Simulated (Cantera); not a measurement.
Feed: 1 mol SiC, 0.014 mol N2O, 5.1 mol H2, held at 0.00165 Torr.

These are equilibrium values from Cantera (NASA tables, ideal gas, pure condensed phases), not measurements of a reactor. Candidate condensed phases: C, C6H6, C7H8, C8H18, H2O, Si, SiC, SiO2, Si2N2O, Si3N4; 151 gas species. The numbers say what is thermodynamically allowed, not how fast it happens. All values below are at 2023 K.

Base state: H 0.638, H2 0.248, Si 0.106, SiC2 0.00487, CO 0.00156, N2 0.00139, HCN 0.000299, C2H2 (acetylene) 0.000221 (mole fractions); condensed: C(graphite).

Problem. What changes in the equilibrium state with this change: pressure from 0.00165 Torr to 10.0 Torr?

Solution. 
```tsv
species	before	after
H2	0.248	0.977
H	0.638	0.0163
N2	0.00139	0.00263
Si	0.106	0.00143
C	2.26e-5	<1e-9
C3	2.21e-5	<1e-9
SiC2	0.00487	2.08e-6
C2H	1.15e-5	9.28e-9
SiO	1.05e-6	0.000641
C(graphite), mol	0.888	0
SiC(s), mol	0	0.988
```
Gases not in the tables: Si2H6 and higher silanes.
